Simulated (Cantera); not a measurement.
Input: 1 mol C2H4, a varied amount of CO2, equilibrated at 875 K and 1.00 bar.

Equilibrium computed with Cantera from the NASA thermochemical tables; the gas is ideal and each condensed phase is pure. Candidate condensed phases: C, C6H6, C7H8, C8H18, H2O; 110 gas species. Kinetics and transport are ignored.

x: gas mole fraction; n: condensed amount in mol.

| n(CO2) (mol) | x H2 | x CO2 | x H2O | x CO | x CH4 | x C2H6 | x C2H4 | n C(graphite) |
|---|---|---|---|---|---|---|---|---|
| 0.3 | 0.585 | 0.0456 | 0.155 | 0.0651 | 0.149 | 1.93e-6 | 1.04e-7 | 1.80 |
| 0.48 | 0.518 | 0.0864 | 0.189 | 0.0896 | 0.117 | 1.34e-6 | 8.12e-8 | 1.86 |
| 0.67 | 0.462 | 0.129 | 0.206 | 0.109 | 0.0933 | 9.53e-7 | 6.48e-8 | 1.89 |
| 0.85 | 0.420 | … | 0.213 | … | … | … | … | 1.92 |
| 1 | 0.390 | 0.195 | 0.214 | 0.134 | 0.0665 | 5.74e-7 | 4.62e-8 | 1.93 |
| 1.2 | 0.357 | 0.229 | 0.212 | 0.146 | 0.0556 | 4.38e-7 | 3.86e-8 | 1.93 |
| 1.4 | 0.329 | 0.260 | 0.208 | 0.156 | 0.0472 | 3.43e-7 | 3.28e-8 | 1.93 |
| 1.6 | 0.305 | … | 0.203 | 0.164 | … | … | … | 1.93 |
| 1.8 | 0.284 | 0.313 | 0.197 | 0.171 | 0.0352 | 2.21e-7 | 2.45e-8 | 1.92 |
| 2 | 0.266 | 0.335 | 0.191 | 0.177 | 0.0309 | 1.81e-7 | 2.14e-8 | 1.91 |
| 2.1 | 0.258 | 0.346 | 0.188 | 0.179 | 0.0290 | 1.65e-7 | 2.01e-8 | 1.90 |
| 2.3 | 0.243 | 0.365 | 0.182 | 0.184 | 0.0257 | 1.38e-7 | 1.79e-8 | 1.89 |
| 2.5 | 0.230 | 0.382 | 0.176 | 0.189 | 0.0230 | 1.17e-7 | 1.60e-8 | 1.87 |

What belongs in the gaps?


- 1.6, x CO2: 0.288
- 1.6, x CH4: 0.0405
- 1.6, x C2H6: 2.73e-7
- 1.6, x C2H4: 2.82e-8
- 0.85, x CO2: 0.166
- 0.85, x CO: 0.124
- 0.85, x CH4: 0.0770
- 0.85, x C2H6: 7.15e-7
- 0.85, x C2H4: 5.35e-8
